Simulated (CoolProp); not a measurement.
Aqueous sodium chloride as a coolant, 9 % by mass, freezing at -5.8 °C, 1 atm.

Computed with CoolProp (Melinder's fits for secondary coolants).

```csv
T (°C),density (kg/m³),viscosity (mPa s),Prandtl number,cp (kJ/(kg K))
-2.9,1070,2.23,15.0,3.723
3.1,1068,1.84,12.3,3.734
9.2,1067,1.54,10.1,(withheld)
15.2,1065,1.32,8.49,3.753
21.2,1063,(withheld),7.23,3.762
27.3,1060,0.994,6.23,(withheld)
33.3,(withheld),0.883,5.46,3.777
```

**Question.** Complete the blanks.

**Answer.** 
- 9.2, cp (kJ/(kg K)): 3.744
- 21.2, viscosity (mPa s): 1.14
- 27.3, cp (kJ/(kg K)): 3.770
- 33.3, density (kg/m³): 1058
